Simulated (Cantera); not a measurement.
A perfectly stirred reactor is fed with CH4 : CO : O2 : N2 = 1 : 0.43 : 1.85 : 6.94 (molar parts), equivalence ratio 1.2, at 1.00 atm; it is adiabatic with a 798 K inlet, and is followed from long to short residence time, starting on the burning branch (τ in s: 0.021, 0.0091, 0.0041, 0.0018, 0.0008, 0.00036, 0.00016, 7e-05, 3.1e-05, 1.4e-05, 6.1e-06).

Model: GRI-Mech 3.0 (53 species, 325 reactions), integrated in Cantera.

Question: What does this change do: pressure from 1.00 atm to 6.42 atm?

Answer: 
```
quantity                                                                      before                               after
------------------------------------------------  ----------------------------------  ----------------------------------
blow-out, bracketed by the residence times tried  burning at 31.0 µs, out at 14.0 µs  burning at 14.0 µs, out at 6.10 µs
x(CH4) at τ = 21.0 ms                                                        6.19e-6                             3.10e-6
x(CO) at τ = 21.0 ms                                                          0.0582                              0.0552
x(O2) at τ = 21.0 ms                                                         0.00277                            0.000705
x(HO2) at τ = 21.0 ms                                                        7.05e-7                             4.58e-7
x(NO) at τ = 21.0 ms                                                         0.00140                             0.00111
x(CH4) at τ = 0.360 ms                                                      0.000143                             7.03e-5
x(CO) at τ = 0.360 ms                                                         0.0668                              0.0583
x(O2) at τ = 0.360 ms                                                         0.0110                             0.00324
x(HO2) at τ = 0.360 ms                                                       2.92e-6                             2.43e-6
x(NO) at τ = 0.360 ms                                                       0.000266                            0.000708
```
